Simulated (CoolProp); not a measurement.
The numbers come from the reference Helmholtz-energy equation of state, Marx 1992 in CoolProp.

Task: For R113, give the phase and the cp (kJ/(kg K)), cv (kJ/(kg K)), speed of sound (m/s), Joule-Thomson coefficient (K/MPa) at 500 K and 113 kPa; 500 K and 232 kPa; 500 K and 4130 kPa.

Result: 
- 500 K and 113 kPa: gas; cp 0.809, cv 0.762, speed of sound 152, Joule-Thomson coefficient 8.44
- 500 K and 232 kPa: gas; cp 0.812, cv 0.763, speed of sound 150, Joule-Thomson coefficient 8.57
- 500 K and 4130 kPa: supercritical; cp 3.75, cv 0.885, speed of sound 80.0, Joule-Thomson coefficient 12.7
